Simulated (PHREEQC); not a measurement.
A solution holds 0.0073 mol NaOH and 0.28 mol K3PO4 per kg of water, at 35 °C. Closed to the air; pH follows from the charge balance.

All values are PHREEQC results (ion-association model, wateq4f.dat), not measurements.

| quantity | before | after |
|---|---|---|
| pH | 12.09 | 1.16 |
| ionic strength (mol/kgw) | 1.60 | 0.416 |

### Question
What was changed between the two runs?
A) K3PO4 replaced by KHSO4 at the same molality
B) K3PO4 from 0.28 to 0.308 mol/kgw
C) NaOH left out
D) 0.024 mol/kgw CO2 added
E) diluted 5-fold with water

### Answer
A, K3PO4 replaced by KHSO4 at the same molality

Precipitation was switched off in this run. The ionic strength passes 0.7 mol/kgw, the rough limit of the ion-association models, in before. H3PO4, which wateq4f.dat lacks, is added to it with the constant of phreeqc.dat.
